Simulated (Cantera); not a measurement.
Feed: 1 mol borazine, 26 mol H2, at 6.45 Torr.

These are equilibrium values from Cantera (NASA tables, ideal gas, pure condensed phases), not measurements of a reactor. Candidate condensed phases: B, BN; 15 gas species. The feed counts by its element totals alone. Mutual solubility and eutectic melting of coexisting phases are not modelled. The tables' values for BH2 are old estimates; treat these amounts as uncertain. Equilibrium is a limit: real reactors are often held back by kinetics, nucleation or transport. All values below are at 1702 °C.

Base state: H2 0.976, H 0.0146, N2 0.00938, BH2 0.000395, B 1.02e-5 (mole fractions); condensed: B(s) + BN(s).

**Question.** What changes in the equilibrium state with this change: borazine replaced by B2H6?

**Answer.** 
| species | before | after |
|---|---|---|
| H2 | 0.976 | 0.985 |
| H | 0.0146 | 0.0146 |
| BH2 | 0.000395 | 0.000399 |
| N2 | 0.00938 | 0 |
| B | 1.02e-5 | 1.02e-5 |
| B(s), mol | 0.541 | 1.99 |
| BN(s), mol | 2.45 | 0 |
